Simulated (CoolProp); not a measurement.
Sulfur dioxide along the isotherm 525 K: density (kg/m³) from the reference equation and from simpler models built on Tc = 430.6 K, pc = 7.887 MPa, ω = 0.256; each cubic takes its own stable root.

Model: reference Helmholtz-energy equation of state, Gao 2016, in CoolProp.

```csv
p (MPa),phase,reference,ideal gas,van der Waals,Redlich-Kwong,Soave-Redlich-Kwong,Peng-Robinson
3.5,gas,55.70,51.37,___,56.24,55.53,56.31
7,gas,122.3,102.7,125.8,125.0,121.0,124.4
10.5,supercritical,203.7,154.1,219.0,211.8,198.8,207.1
14,supercritical,303.7,205.5,346.4,319.6,288.7,303.8
17.5,supercritical,419.3,256.8,___,433.8,383.1,406.1
21,supercritical,531.5,308.2,527.9,529.2,469.6,___
24.5,supercritical,622.6,359.6,573.8,602.1,___,581.4
28,supercritical,692.1,410.9,607.9,658.9,601.5,648.2
31.5,supercritical,746.1,462.3,634.9,704.9,650.9,704.1
35,supercritical,789.6,513.7,657.2,743.4,692.6,751.6
```

### Question
Complete the blanks.

### Answer

- 3.5, van der Waals: 56.16
- 17.5, van der Waals: 459.0
- 21, Peng-Robinson: 500.9
- 24.5, Soave-Redlich-Kwong: 542.1
